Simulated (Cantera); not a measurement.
**Low-pressure radical oxidation in H2/O2**

An isothermal, constant-pressure homogeneous reactor starts with H₂ : O₂ : N₂ = 0.059 : 1 : 0.88 (molar parts), equivalence ratio 0.029, at 1075 K and 7.50 Torr.

Detailed kinetics in Cantera: the H2/O2 subset of GRI-Mech 3.0, which has no nitrogen chemistry. Radical loss at walls, strong at low pressure, is not modelled.

```csv
t (s),x H₂,x O₂,x H,x H₂O₂,x HO₂
0.000200,0.0304,0.516,1.16e-10,<1e-12,1.54e-10
0.000577,0.0304,0.516,3.58e-10,<1e-12,4.46e-10
0.00167,0.0304,0.516,3.30e-9,<1e-12,1.32e-9
0.00480,0.0304,0.516,1.18e-6,9.84e-12,2.05e-8
0.0139,0.00159,0.496,0.00767,6.76e-8,2.23e-6
0.0400,0.000428,0.498,0.00384,3.54e-8,1.91e-6
0.115,0.000193,0.504,0.00111,3.85e-8,1.57e-6
0.333,4.21e-5,0.507,0.000111,3.55e-8,8.84e-7
0.961,5.80e-6,0.508,5.81e-6,2.22e-8,2.97e-7
2.77,8.13e-7,0.508,3.17e-7,9.32e-9,7.08e-8
8.00,1.43e-7,0.508,2.44e-8,3.17e-9,1.62e-8
```
x: mole fraction; the columns are a selection and need not sum to one.

Equilibrium at this temperature and pressure: H₂ 3.06e-10, O₂ 0.508, H 2.58e-12, H₂O₂ 1.52e-11, HO₂ 9.70e-10 (gas phase only).
